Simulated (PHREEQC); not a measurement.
0.027 g of hydrous ferric oxide (600 m²/g; 0.2 weak and 0.005 strong sites per Fe, Dzombak-Morel constants, diffuse double layer) in 1 kg of water with 0.3 mol/kgw of an inert sodium salt and 7.5e-08 mol H3BO3, at 25 °C; the pH is set by adding NaOH or the inert anion's acid. Oxygen is held at 0.21 atm. No CO2 enters from the air. No solid was allowed to form.

Equilibrium calculation in PHREEQC: ion-association model, wateq4f.dat.

```
pH   B sorbed (%)  surface charge σ (C/m²)  surface potential ψ (mV)
---  ------------  -----------------------  ------------------------
3             0.0                    0.368                       126
3.5           0.0                    0.363                       125
4             0.0                    0.349                       123
4.5           0.0                    0.318                       118
5             0.0                    0.269                       110
5.5           0.0                    0.210                        98
6             0.0                    0.154                        83
6.5           0.0                    0.106                        65
7             0.0                    0.066                        46
7.5           0.0                    0.034                        26
8             0.0                    0.006                         5
8.5           0.0                   -0.021                       -17
9             0.0                   -0.051                       -38
```

Complexes and solids missing from the database can't appear. The oxide is taken as insoluble; below pH 4 it would dissolve.
